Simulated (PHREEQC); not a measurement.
Synthetic water in mmol/kgw, 20 °C, pH 2.54, pe 10: Na 9.16; K 1.16; Ca 7.85; Mg 2.04; Cl 5.09; S(6) 15.9; Cu(2) 0.24; Mn(2) 0.0155.

Valence states are taken as typed.

All values are PHREEQC results (ion-association model, phreeqc.dat), not measurements.

Each row changes one thing in this solution. This is a speciation only: nothing precipitates in the calculation.

```csv
case,ionic strength (mol/kgw),SO4-2 (mol/kgw),Ca+2 (mol/kgw),CaSO4 (mol/kgw),HSO4- (mol/kgw),Mg+2 (mol/kgw),SI of Gypsum (CaSO4:2H2O),SI of Halite (NaCl)
as made,0.0459,0.0109,0.00547,0.00233,0.00158,0.00134,-0.28,-6.07
all concentrations times 3 at the same typed pH,0.123,0.0302,0.0141,0.00920,0.00346,0.00336,+0.32,-5.20
S(6) from 15.9 to 47.7 mmol/kgw,0.0966,0.0374,0.00399,0.00377,0.00456,0.000936,-0.07,-6.14
```

Complexes and solids missing from the database can't appear. Some of these states are supersaturated (in Gypsum, for instance).
